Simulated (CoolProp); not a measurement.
The fluid at 262.56 K and 10.2 MPa is throttled through a valve to 0.823 MPa with no heat exchange. The same conditions are run with several fluids, on thermodynamics alone (safety and materials aside).

Model: reference Helmholtz-energy equation of state of each fluid (CF4 (R14): Platzer 1990; fluorine: de Reuck 1990; normal hydrogen: Leachman 2009; nitrogen: Span 2000; oxygen: Schmidt 1985), in CoolProp. The equations of Platzer and Polt are older, rougher fits.

| fluid | temperature change (K) | final phase | final density (kg/m³) |
|---|---|---|---|
| CF4 (R14) | -78.9 | [?] | 64.1 |
| fluorine | -22.1 | gas | 15.8 |
| normal hydrogen | +2.5 | gas | 0.749 |
| nitrogen | [?] | gas | 11.7 |
| oxygen | [?] | gas | 13.9 |

Complete the blanks.


- CF4 (R14), final phase: two-phase, vapour fraction 0.883
- nitrogen, temperature change (K): -23.2
- oxygen, temperature change (K): -31.5
